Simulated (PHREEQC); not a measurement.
Solution (20 °C): 0.021 mol NaHSO4, 0.00051 mol NaOH and 0.043 mol NaCl per kg of water. Closed to the air; pH follows from the charge balance.

Equilibrium calculation in PHREEQC: ion-association model, wateq4f.dat.

Each row changes one thing in this solution. This is a speciation only: nothing precipitates in the calculation.

```csv
case,pH,ionic strength (mol/kgw),SO4-2 (mol/kgw),HSO4- (mol/kgw),NaSO4- (mol/kgw),SI of Mirabilite (Na2SO4:10H2O),SI of Halite (NaCl)
as made,1.94,0.0899,0.0130,0.00651,0.00153,-3.56,-4.35
diluted 5-fold with water,2.51,0.0197,0.00345,0.000626,0.000125,-5.25,-5.65
NaOH from 0.00051 to 0.000561 mol/kgw,1.94,0.0899,0.0130,0.00650,0.00153,-3.56,-4.35
NaOH left out,1.92,0.0897,0.0129,0.00664,0.00151,-3.57,-4.35
NaHSO4 from 0.021 to 0.0042 mol/kgw,2.56,0.0540,0.00339,0.000454,0.000352,-4.29,-4.44
```

Species that the database lacks are ignored.
